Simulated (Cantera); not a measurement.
# Gas-phase reforming

An isothermal, constant-pressure homogeneous reactor starts with 27.0 % CH₄, 35.1 % H₂O, 37.8 % H₂, at 1650 K and 0.130 bar.

Model: GRI-Mech 3.0 (53 species, 325 reactions), integrated in Cantera.

```tsv
t (s)	x CH₄	x H₂O	x H₂	x HCO	x C₂H	x CO	x O₂
0.000100	0.270	0.351	0.378	<1e-12	<1e-12	1.71e-11	<1e-12
0.000316	0.270	0.351	0.378	2.65e-11	<1e-12	4.45e-9	<1e-12
0.00100	0.269	0.351	0.379	1.13e-9	4.66e-12	7.33e-7	1.87e-12
0.00316	0.264	0.350	0.382	5.73e-9	5.23e-10	2.24e-5	3.57e-11
0.0100	0.245	0.345	0.398	5.93e-9	6.88e-9	0.000132	1.36e-10
0.0316	0.199	0.332	0.440	4.98e-9	2.74e-8	0.000560	1.67e-10
0.100	0.123	0.308	0.509	3.48e-9	6.34e-8	0.00239	1.10e-10
0.316	0.0544	0.277	0.579	2.10e-9	1.01e-7	0.00960	8.30e-11
1.00	0.0252	0.234	0.630	1.78e-9	1.03e-7	0.0325	6.60e-11
```
x: mole fraction; the columns are a selection and need not sum to one.

Equilibrium at this temperature and pressure: CH₄ 2.30e-8, H₂O 0.0492, H₂ 0.775, HCO 4.66e-9, C₂H <1e-12, CO 0.172, O₂ 4.33e-12 (gas phase only).
